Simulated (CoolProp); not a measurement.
Vapour-liquid equilibrium of R152A (1) + R227EA (2) at 271.6 K; x and y are mole fractions of (1).

Computed with CoolProp (multi-fluid Helmholtz-energy mixture model, Outcalt 1996 and Lemmon 2016; pair parameters Bell 2016).

```tsv
x	bubble pressure (MPa)	y at the bubble point	dew pressure at overall composition x (MPa)	liquid density (mol/L)
0.05	0.1860	0.059	0.1857	8.969
0.15	0.1910	0.184	0.1895	9.379
0.25	0.1977	0.309	0.1943	9.817
0.35	0.2054	0.427	0.2002	10.29
0.45	0.2136	0.535	0.2071	10.79
0.55	0.2217	0.632	0.2148	11.34
0.65	0.2294	0.720	0.2233	11.94
0.75	0.2363	0.801	0.2320	12.60
0.85	0.2424	0.879	0.2402	13.33
0.95	0.2475	0.958	0.2470	14.13
```

No azeotrope shows between x = 0.05 and 0.95.

The pair parameters rest on a limited set of measurements; away from them the model extrapolates. The gap from Raoult's law changes sign with composition, which may be real or a fault of the pair parameters; it wasn't checked against measurements.
